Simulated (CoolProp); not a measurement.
A simple Rankine cycle with R123: condensing at 328.15 K, boiler at 1.53 MPa, turbine inlet 407.9 K, turbine efficiency 0.65, pump efficiency 0.8, no recuperator. Each further row changes one setting.

Computed with CoolProp (reference Helmholtz-energy equation of state, Younglove 1994). It is a modified Benedict-Webb-Rubin equation, recast in Helmholtz form.

```tsv
case	thermal efficiency (%)	net work (kJ/kg)	heat in (kJ/kg)	turbine exit temperature (K)	volume ratio over the turbine
as stated	9.7	19.3	200	357.6	7.05
turbine inlet 427.9 K	9.7	21.3	220	380.6	6.70
condensing temperature 320.15 K	10.6	22.0	208	352.8	8.98
boiler pressure 1.07 MPa	8.1	17.0	209	371.8	4.54
turbine efficiency 0.55	8.1	16.2	200	361.7	7.14
```
